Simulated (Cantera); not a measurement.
**Pyrogenic steam for wet oxidation**

An isothermal, constant-pressure homogeneous reactor starts with H2 : O2 : N2 = 1 : 1 : 14 (molar parts), equivalence ratio 0.50, at 1400 K and 0.960 bar.

Computed with Cantera and GRI-Mech 3.0 (53 species, 325 reactions). The temperature is held fixed by assumption; the heat of reaction is taken as removed at once.

| t (s) | x H2 | x O2 | x O | x HO2 | x H | x N2O | x OH |
|---|---|---|---|---|---|---|---|
| 0.000900 | 0.000143 | 0.0322 | 0.000123 | 3.67e-6 | 3.71e-5 | 3.08e-7 | 0.000411 |
| 0.00235 | 2.05e-5 | 0.0322 | 1.86e-5 | 7.75e-7 | 2.16e-6 | 3.53e-7 | 0.000162 |
| 0.00613 | 4.15e-6 | 0.0322 | 4.11e-6 | 1.82e-7 | 2.20e-7 | 3.66e-7 | 7.63e-5 |
| 0.0160 | 1.15e-6 | 0.0322 | 1.20e-6 | 5.59e-8 | 3.46e-8 | 3.51e-7 | 4.13e-5 |
| 0.0418 | 4.06e-7 | 0.0322 | 4.36e-7 | 2.52e-8 | 7.62e-9 | 2.89e-7 | 2.48e-5 |
| 0.109 | 2.05e-7 | 0.0322 | 2.18e-7 | 1.85e-8 | 2.78e-9 | 1.66e-7 | 1.75e-5 |
| 0.285 | 1.68e-7 | 0.0322 | 1.77e-7 | 1.77e-8 | 2.07e-9 | 4.84e-8 | 1.58e-5 |
| 0.743 | 1.67e-7 | 0.0322 | 1.75e-7 | 1.76e-8 | 2.04e-9 | 2.07e-8 | 1.57e-5 |
| 1.94 | 1.67e-7 | 0.0322 | 1.75e-7 | 1.76e-8 | 2.04e-9 | 2.03e-8 | 1.57e-5 |
| 5.06 | 1.67e-7 | 0.0322 | 1.75e-7 | 1.76e-8 | 2.04e-9 | 2.03e-8 | 1.57e-5 |
| 13.2 | 1.67e-7 | 0.0322 | 1.75e-7 | 1.76e-8 | 2.04e-9 | 2.03e-8 | 1.57e-5 |
| 34.5 | 1.67e-7 | 0.0322 | 1.75e-7 | 1.76e-8 | 2.04e-9 | 2.03e-8 | 1.57e-5 |
| 90.0 | 1.67e-7 | 0.0322 | 1.75e-7 | 1.76e-8 | 2.04e-9 | 2.03e-8 | 1.57e-5 |
x: mole fraction; the columns are a selection and need not sum to one.

Equilibrium at this temperature and pressure: H2 1.67e-7, O2 0.0321, O 1.74e-7, HO2 1.76e-8, H 2.04e-9, N2O 2.03e-8, OH 1.57e-5 (gas phase only).
